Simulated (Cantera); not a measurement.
What does this Cantera script print?

```python
import numpy as np
import cantera as ct

gas_names = """
    Cu CuF CuF2 Cu2 F F2
""".split()
cond_names = """
    Cu(cr) Cu(L) CuF2(s) CuF2(L)
""".split()


# ... load() reads the species with a 1 bar reference pressure and builds the phases ...
atoms = {
    'Cu': {'Cu': 1},
    'F2': {'F': 2},
}
top_T = {}  # K; cautious upper limits of use, not melting points


# ... equilibrate(T, P, feed) seeds the gas with the atoms and calls Mixture.equilibrate('TP', solver="vcs", rtol=1e-11, max_steps=5000) ...
results = []
feed = {'Cu': 1, 'F2': 1.1}  # mol
T = 1200  # K
P = 38  # Pa
mix = equilibrate(T, P, feed)
results.append((T, P, feed, dict(zip(mix.species_names, mix.species_moles))))
x = sorted(zip(gas.X, gas.species_names), reverse=True)
print(f"T = {T:g} K  P = {P:g} Pa  gas = {mix.phase_moles(0):.4g} mol")
print("   x: " + "  ".join(f"{s} {v:.3e}" for v, s in x if v > 1e-05))
print("   condensed (mol): " + ("  ".join(f"{mix.phase(i).name} {mix.phase_moles(i):.4g}"
      for i in range(1, mix.n_phases) if mix.phase_moles(i) > 1e-12) or "none"))
```

Result:

```
T = 1200 K  P = 38 Pa  gas = 1.2 mol
   x: CuF2 8.332e-01  F 1.667e-01  CuF 8.435e-05  F2 3.990e-05
   condensed (mol): none
```

Method: chemical equilibrium by Gibbs-energy minimisation in Cantera with the NASA 1993 tables (ideal gas, pure condensed phases).
